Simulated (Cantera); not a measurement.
Cantera with NASA thermochemical tables; ideal gases at 1 bar, condensed phases pure. Values are per mole of reaction as written; species without (g) are pure solids or liquids, kept so even where they would boil at 1 bar.

S2(g) + 4 CaO → 4 Ca + 2 SO2(g), with ΔH° = 1818.3 kJ and ΔS° = 285.1 J/K at 300 K.

Problem. How far is the shortcut ΔG° ≈ ΔH°(300 K) − T·ΔS°(300 K) from the full temperature-dependent value at 350, 425, 500, 575, 650, 725, 800 K?

Solution. 
```csv
T (K),shortcut (kJ),full (kJ),difference (kJ),difference in log10 K
350,1718.5,1718.5,-0.1,0.01
425,1697.1,1697.6,-0.5,0.06
500,1675.7,1676.9,-1.2,0.13
575,1654.3,1656.5,-2.2,0.20
650,1632.9,1636.3,-3.4,0.28
725,1611.5,1616.2,-4.7,0.34
800,1590.1,1595.9,-5.8,0.38
```
The shortcut ignores the heat-capacity change of the reaction.
